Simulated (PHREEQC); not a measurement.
Solution A (0.81 mmol/kgw Na2SeO4) is mixed with solution B (0.0024 mol/kgw KOH, 0.0017 mol/kgw Na2SiO3 and 0.18 mol/kgw K3PO4) at 58 °C; shares are by mass of water, 1 kg in all. Oxygen is held at 0.21 atm. No CO2 enters from the air. The run lets SiO2(a) precipitate or redissolve, and no other solid.

All values are PHREEQC results (ion-association model, wateq4f.dat), not measurements.

### Question
Predict pH, PO4-3 (mol/kgw), H3SiO4- (mol/kgw) at share of solution B = 0, 0.6, 0.7, 0.9.

### Answer
```csv
share of solution B,pH,PO4-3 (mol/kgw),H3SiO4- (mol/kgw)
0,6.59,0,0
0.6,11.48,0.0692,0.000742
0.7,11.50,0.0842,0.000844
0.9,11.54,0.115,0.00104
```

The ionic strength reaches 0.98 mol/kgw; past about 0.7 this activity model is rough. Species that the database lacks are ignored. H3PO4, which wateq4f.dat lacks, is added to it with the constant of phreeqc.dat. At this temperature some constants are extrapolated from 25 °C, and those without enthalpy data are left unchanged.
